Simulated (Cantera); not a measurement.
A closed system holds: 1 mol Si2H6, 0.65 mol Cl2, 150 mol H2, 2.1 mol HCl, equilibrated at 750 Torr.

These are equilibrium values from Cantera (NASA tables, ideal gas, pure condensed phases), not measurements of a reactor. Candidate condensed phases: Si; 19 gas species. The feed counts by its element totals alone. Gases not in the tables: Si2H6 and higher silanes. Equilibrium is a limit: real reactors are often held back by kinetics, nucleation or transport.

Problem. Which condensed phases are stable at each of these points (T (K)): 850, 950, 1050, 1150, 1250, 1350, 1450, 1550, 1650, 1750?

Solution. 
| T (K) | condensed phases | Si condensed (%) |
|---|---|---|
| 850 | Si(s) | 50.5 |
| 950 | Si(s) | 54.7 |
| 1050 | Si(s) | 62.5 |
| 1150 | Si(s) | 73.1 |
| 1250 | Si(s) | 82.8 |
| 1350 | Si(s) | 87.9 |
| 1450 | Si(s) | 89.3 |
| 1550 | Si(s) | 89.5 |
| 1650 | Si(s) | 89.2 |
| 1750 | Si(l) | 89.8 |

From 850 K to 1650 K the condensed part is Si(s). At 1750 K the condensed part is Si(l).
